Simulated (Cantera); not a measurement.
Cantera run, input and output.

```python
import numpy as np
import cantera as ct

gas = ct.Solution("gri30.yaml")
gas.TPX = 1500, 1000000, {'CH3OH': 0.0087, 'O2': 0.0088, 'N2': 1}
reactor = ct.IdealGasConstPressureReactor(gas, energy="off", clone=False)
net = ct.ReactorNet([reactor])
net.rtol, net.atol = 1e-08, 1e-18
show = ['CH3OH', 'O2', 'HCO', 'H2O', 'CH2CO']
times = np.geomspace(7e-05, 30, 11)

steps = ct.SolutionArray(gas, extra=["t"])
rows = []
print(f"{'t/s':>10s}{'T/K':>9s}{'P/Pa':>11s}" + "".join(f"{s:>11s}" for s in show))
for t in times:
    while net.time < t:
        t_next = net.step()
        steps.append(gas.state, t=t_next)
    rows.append([np.interp(t, steps.t, y) for y in (steps.T, steps.P, *steps(*show).X.T)])
    print(f"{t:10.3e}{rows[-1][0]:9.1f}{rows[-1][1]:11.4g}" + "".join(f"{x:11.3e}" for x in rows[-1][2:]))
rate = np.gradient(steps.T, steps.t)
print("integrator steps:", len(steps.t))
if steps.T.max() > steps.T[0] + 200:
    print(f"time of steepest temperature rise: {steps.t[rate.argmax()]:.4e} s")
gas.TPX = 1500, 1000000, {'CH3OH': 0.0087, 'O2': 0.0088, 'N2': 1}
gas.equilibrate("TP")
print(f"equilibrium (TP): T = {gas.T:.1f} K  " + "  ".join(f"{s} {gas[s].X[0]:.3e}" for s in show))
```

Result:

```
       t/s      T/K       P/Pa      CH3OH         O2        HCO        H2O      CH2CO
 7.000e-05   1500.0      1e+06  3.919e-03  7.218e-03  3.504e-06  2.327e-03  1.227e-07
 2.560e-04   1500.0      1e+06  8.248e-12  2.740e-05  2.919e-08  1.367e-02  2.712e-12
 9.365e-04   1500.0      1e+06  1.710e-12  3.557e-07  4.212e-09  1.317e-02  1.138e-12
 3.425e-03   1500.0      1e+06  6.645e-13  1.595e-08  9.417e-10  1.297e-02  5.552e-13
 1.253e-02   1500.0      1e+06  2.189e-13  1.025e-09  2.384e-10  1.285e-02  1.702e-13
 4.583e-02   1500.0      1e+06  6.938e-14  7.381e-11  7.160e-11  1.278e-02  3.310e-14
 1.676e-01   1500.0      1e+06  3.177e-14  7.884e-12  3.394e-11  1.272e-02  9.795e-15
 6.131e-01   1500.0      1e+06  2.406e-14  4.091e-12  2.698e-11  1.266e-02  6.443e-15
 2.242e+00   1500.0      1e+06  1.941e-14  3.188e-12  2.380e-11  1.265e-02  4.778e-15
 8.202e+00   1500.0      1e+06  1.476e-14  3.125e-12  2.355e-11  1.265e-02  3.453e-15
 3.000e+01   1500.0      1e+06  6.669e-15  3.125e-12  2.355e-11  1.265e-02  1.192e-15
integrator steps: 2740
equilibrium (TP): T = 1500.0 K  CH3OH 3.081e-15  O2 3.121e-12  HCO 2.356e-11  H2O 1.265e-02  CH2CO 1.879e-16
```

Model: GRI-Mech 3.0 (53 species, 325 reactions), integrated in Cantera. GRI-Mech 3.0 was tuned for natural gas; its chemistry of methanol as a main component is partial and can be far from experiment.
